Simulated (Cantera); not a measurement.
An isothermal, constant-pressure homogeneous reactor starts with NO : N2 = 1 : 0.13 (molar parts), at 1650 K and 1.78 atm. Integrator tolerance rtol = 1e-08.

Detailed kinetics in Cantera: GRI-Mech 3.0 (53 species, 325 reactions).

```
quantity                                           before                                     after
----------------  ---------------------------------------  ----------------------------------------
x(NO) at 20.0 s     0.187 (gas-phase equilibrium 0.00292)     0.177 (gas-phase equilibrium 0.00279)
x(N2O) at 20.0 s  1.35e-5 (gas-phase equilibrium 1.94e-7)   1.21e-5 (gas-phase equilibrium 2.01e-7)
x(N2) at 20.0 s       0.464 (gas-phase equilibrium 0.556)       0.566 (gas-phase equilibrium 0.653)
x(O2) at 20.0 s       0.348 (gas-phase equilibrium 0.441)       0.256 (gas-phase equilibrium 0.344)
x(O) at 20.0 s    1.15e-5 (gas-phase equilibrium 1.29e-5)   9.87e-6 (gas-phase equilibrium 1.14e-5)
x(NO2) at 20.0 s  0.00114 (gas-phase equilibrium 2.00e-5)  0.000927 (gas-phase equilibrium 1.69e-5)
```

Problem. What was changed between the two runs?
A. pressure from 1.78 atm to 0.918 atm
B. NO 1 to 0.29 parts
C. temperature 1650 to 1400 K
D. temperature 1650 to 1450 K

Solution. B, NO 1 to 0.29 parts
